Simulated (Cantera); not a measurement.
What does this Cantera script print?

```python
import numpy as np
import cantera as ct

gas = ct.Solution("gri30.yaml")
gas.TPX = 1225, 43000, {'CO': 0.03, 'O2': 0.045, 'H2O': 0.01, 'N2': 1}
inlet = ct.Reservoir(gas, clone=True)

reactor = ct.IdealGasConstPressureReactor(gas, energy="off", clone=False)
exhaust = ct.Reservoir(gas, clone=True)
tau = [6.5, 1.6, 0.39, 0.096, 0.024, 0.0058, 0.0014][0]
for a, b in ((inlet, reactor), (reactor, exhaust)):
    ct.MassFlowController(a, b, mdot=lambda t: reactor.mass / tau)
net = ct.ReactorNet([reactor])
show = ['CO', 'O2', 'H2O', 'NO', 'HO2']

rows = []
print(f"{'tau/s':>10s}{'T/K':>9s}" + "".join(f"{s:>11s}" for s in show))
for tau in [6.5, 1.6, 0.39, 0.096, 0.024, 0.0058, 0.0014]:
    net.initial_time = 0.0
    net.advance(30 * tau)
    before = gas.X
    net.advance(40 * tau)
    drift = np.max(np.abs(gas.X - before) / (gas.X + 1e-9))
    rows.append([gas.T, *gas[show].X, drift])
    print(f"{tau:10.3e}{gas.T:9.1f}" + "".join(f"{x:11.3e}" for x in gas[show].X))
```

Result:

```
     tau/s      T/K         CO         O2        H2O         NO        HO2
 6.500e+00   1225.0  1.224e-04  2.808e-02  9.326e-03  1.130e-06  4.702e-07
 1.600e+00   1225.0  3.143e-04  2.816e-02  9.310e-03  7.054e-07  9.269e-07
 3.900e-01   1225.0  8.037e-04  2.837e-02  9.275e-03  4.814e-07  1.607e-06
 9.600e-02   1225.0  2.001e-03  2.889e-02  9.199e-03  4.751e-07  2.415e-06
 2.400e-02   1225.0  4.743e-03  3.011e-02  9.037e-03  6.505e-07  3.214e-06
 5.800e-03   1225.0  1.055e-02  3.273e-02  8.755e-03  7.519e-07  3.945e-06
 1.400e-03   1225.0  1.965e-02  3.698e-02  8.639e-03  3.062e-07  4.390e-06
```

Cantera simulation using GRI-Mech 3.0 (53 species, 325 reactions); the numbers are that mechanism's predictions, not measurements.
